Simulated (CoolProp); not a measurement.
A closed Brayton cycle with carbon dioxide: compressor inlet 315.15 K and 9 MPa, high pressure 16.8 MPa, turbine inlet 990 K, compressor efficiency 0.89, turbine efficiency 0.85, recuperator effectiveness 0.9 (on enthalpy, no pinch check). Each further row changes one setting.

The numbers come from the reference Helmholtz-energy equation of state, Span 1996 in CoolProp.

```tsv
case	thermal efficiency (%)	net work (kJ/kg)	compressor to turbine work	compressor exit (K)	turbine exit (K)
as stated	30.8	78.3	0.19	349.7	909.4
turbine inlet 940 K	[?]	73.1	0.20	349.7	[?]
compressor inlet 325.15 K	31.3	[?]	[?]	372.9	909.4
high pressure 14.3 MPa	[?]	[?]	[?]	340.8	929.8
recuperator effectiveness 0.5	15.0	78.3	0.19	349.7	909.4
```

### Question
Fill in the missing entries.

### Answer

- turbine inlet 940 K, thermal efficiency (%): 30.1
- turbine inlet 940 K, turbine exit (K): 862.1
- compressor inlet 325.15 K, net work (kJ/kg): 70.7
- compressor inlet 325.15 K, compressor to turbine work: 0.27
- high pressure 14.3 MPa, thermal efficiency (%): 26.7
- high pressure 14.3 MPa, net work (kJ/kg): 59.5
- high pressure 14.3 MPa, compressor to turbine work: 0.18
